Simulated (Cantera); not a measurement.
Input: 1 mol Si3N4, 0.016 mol N2O, 3.1 mol H2, at 1227 °C and 13300 Pa.

Method: chemical equilibrium by Gibbs-energy minimisation in Cantera with the NASA 1993 tables (ideal gas, pure condensed phases). Candidate condensed phases: H2O, Si, SiO2, Si2N2O, Si3N4; 35 gas species. Mutual solubility and eutectic melting of coexisting phases are not modelled. Kinetics and transport are ignored.

Base state: H2 0.993, N2 0.00684, H 4.80e-5 (mole fractions); condensed: Si2N2O(s) + Si3N4(s).

Question: What changes in the equilibrium state with this change: temperature from 1227 °C to 1902 °C?

Answer: 
| species | before | after |
|---|---|---|
| H2 | 0.993 | 0.594 |
| N2 | 0.00684 | 0.390 |
| H | 4.80e-5 | 0.0103 |
| SiO | 2.42e-6 | 0.00309 |
| Si | 1.10e-8 | 0.00216 |
| Si2N | <1e-9 | 9.87e-5 |
| SiN | <1e-9 | 8.75e-5 |
| Si2N2O(s), mol | 0.0160 | 0 |
| Si3N4(s), mol | 0.989 | 0 |
| Si(l), mol | 0 | 2.97 |
The tables' values for SiN are old estimates; treat these amounts as uncertain. Gases not in the tables: Si2H6 and higher silanes.

Question: What changes in the equilibrium state with this change: Si3N4 replaced by Si?

Answer: 
| species | before | after |
|---|---|---|
| H2 | 0.993 | 1.000 |
| H | 4.80e-5 | 4.82e-5 |
| N2 | 0.00684 | 4.81e-5 |
| SiO | 2.42e-6 | 4.80e-5 |
| Si2N2O(s), mol | 0.0160 | 0.0159 |
| Si3N4(s), mol | 0.989 | 0 |
| Si(s), mol | 0 | 0.968 |

Question: What changes in the equilibrium state with this change: temperature from 1227 °C to 1550 °C?

Answer: 
```tsv
species	before	after
H2	0.993	0.899
N2	0.00684	0.0959
SiO	2.42e-6	0.00353
Si	1.10e-8	3.32e-5
SiH	1.28e-8	1.23e-5
SiH2	2.07e-7	3.16e-5
H	4.80e-5	0.00113
Si2N2O(s), mol	0.0160	0.00385
Si3N4(s), mol	0.989	0.841
Si(l), mol	0	0.457
```
Gases not in the tables: Si2H6 and higher silanes.
